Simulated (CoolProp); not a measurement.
A single-stage vapour-compression cycle with R22: evaporating at 231.15 K (dew point), condensing at 288.15 K (bubble point), superheat 0 K, subcooling 0 K, compressor efficiency 0.85, no pressure losses. Each further row changes one setting.

The numbers come from the reference Helmholtz-energy equation of state, Kamei 1995 in CoolProp.

```
case                              cooling COP  pressure ratio  discharge temperature (K)  refrigerating effect (kJ/kg)  volumetric capacity (kJ/m³)
--------------------------------  -----------  --------------  -------------------------  ----------------------------  ---------------------------
as stated                                2.72            8.24                      338.8                           169                          756
evaporating temperature 236.15 K         3.11            6.54                      332.5                           172                          951
condensing temperature 283.15 K             ?               ?                      330.6                           175                          783
subcooling 5 K                              ?            8.24                      338.8                           175                          783
superheat 10 K                           2.69            8.24                      350.5                           175                            ?
compressor efficiency 0.75               2.40            8.24                          ?                           169                          756
```

Complete the blanks.


- condensing temperature 283.15 K, cooling COP: 3.06
- condensing temperature 283.15 K, pressure ratio: 7.11
- subcooling 5 K, cooling COP: 2.82
- superheat 10 K, volumetric capacity (kJ/m³): 746
- compressor efficiency 0.75, discharge temperature (K): 349.6
